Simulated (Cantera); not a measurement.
Feed: 1 mol CO, 1.3 mol H2, 13 mol N2, held at 10.0 mbar.

Cantera equilibrium calculation (NASA polynomials, part measured and part estimated; ideal gas, pure solids and liquids). Candidate condensed phases: C, C6H6, C7H8, C8H18, H2O; 136 gas species. Kinetics and transport are ignored. All values below are at 925 K.

Base state: N2 0.850, H2 0.0849, CO 0.0650, CO2 0.000127, H2O 8.21e-5, CH4 1.63e-5 (mole fractions); condensed: C(graphite).

Task: What changes in the equilibrium state with this change: CO replaced by C2H2?

Result: 
| species | before | after |
|---|---|---|
| N2 | 0.850 | 0.850 |
| H2 | 0.0849 | 0.150 |
| CH4 | 1.63e-5 | 5.12e-5 |
| CO | 0.0650 | 0 |
| CO2 | 0.000127 | 0 |
| H2O | 8.21e-5 | 0 |
| C(graphite), mol | 0.00294 | 2.00 |
